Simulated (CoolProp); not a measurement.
R1234yf along the isotherm 136.85 °C: density (kg/m³) from the reference equation and from simpler models built on Tc = 94.7 °C, pc = 33.84 bar, ω = 0.276; each cubic takes its own stable root.

Model: reference Helmholtz-energy equation of state, Lemmon 2022, in CoolProp.

```csv
p (bar),phase,reference
0.268,gas,0.8983
0.432,gas,1.450
0.698,gas,2.347
1.13,gas,3.811
1.82,gas,6.169
2.94,gas,10.05
4.76,gas,16.49
7.69,gas,27.26
12.4,gas,45.69
20.1,gas,79.50
32.4,gas,147.0
52.4,supercritical,328.7
84.6,supercritical,653.7
```

Problem. How far does each simpler model (van der Waals, Redlich-Kwong, Soave-Redlich-Kwong, Peng-Robinson) lie from the reference over these 13 states: mean and median of the absolute difference, and the worst?

Solution. 
- van der Waals: mean 2.7 %, median 0.2 %, worst -17.8 % at 136.85 °C and 84.6 bar
- Redlich-Kwong: mean 1.3 %, median 0.1 %, worst -8.8 % at 136.85 °C and 84.6 bar
- Soave-Redlich-Kwong: mean 2.0 %, median 0.1 %, worst -15.6 % at 136.85 °C and 84.6 bar
- Peng-Robinson: mean 1.2 %, median 0.4 %, worst -8.5 % at 136.85 °C and 84.6 bar
